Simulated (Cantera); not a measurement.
A freely propagating, adiabatic, planar premixed flame of CH₄ : O₂ : N₂ = 1 : 3.3 : 9.77 (molar parts), unburnt at 473 K and 100.0 Torr; mixture-averaged transport, grid criteria slope 0.08 and curve 0.16, no radiation.

Model: GRI-Mech 3.0 (53 species, 325 reactions), integrated in Cantera. Burning velocities carry a grid error of a few per cent, more on coarse grids.

x: mole fraction of selected species; z is measured from the peak of heat release.

```tsv
z (mm)	T (K)	u (m/s)	x CH₄	x O₂	x HCN	x N₂O	x NO	x NO₂
-6.65	473	1.06	0.0710	0.234	<1e-8	<1e-8	<1e-8	<1e-8
-4.43	473	1.06	0.0710	0.234	<1e-8	<1e-8	<1e-8	<1e-8
-3.32	476	1.07	0.0707	0.234	<1e-8	<1e-8	<1e-8	<1e-8
-2.22	506	1.14	0.0689	0.232	<1e-8	<1e-8	<1e-8	<1e-8
-1.11	?	1.78	0.0533	0.211	2.27e-8	<1e-8	1.00e-7	<1e-8
-0.554	?	2.56	0.0319	0.179	7.29e-8	<1e-8	2.76e-7	<1e-8
0	?	3.37	0.00955	0.139	1.62e-7	1.08e-8	6.20e-7	<1e-8
0.554	1606	3.72	0.00117	0.114	1.47e-7	2.10e-8	1.06e-6	<1e-8
1.11	1644	3.80	8.65e-5	0.104	6.46e-8	2.96e-8	1.44e-6	<1e-8
2.22	1678	3.86	3.91e-7	0.0979	<1e-8	3.64e-8	2.09e-6	<1e-8
4.43	1724	3.95	<1e-8	0.0947	<1e-8	3.88e-8	3.26e-6	<1e-8
8.86	1783	4.06	<1e-8	0.0933	<1e-8	4.31e-8	5.27e-6	<1e-8
17.7	1850	4.20	<1e-8	0.0926	<1e-8	5.16e-8	8.56e-6	<1e-8
```

Task: What belongs in the gaps?

Result: 
- -1.11, T (K): 780
- -0.554, T (K): 1115
- 0, T (K): 1457
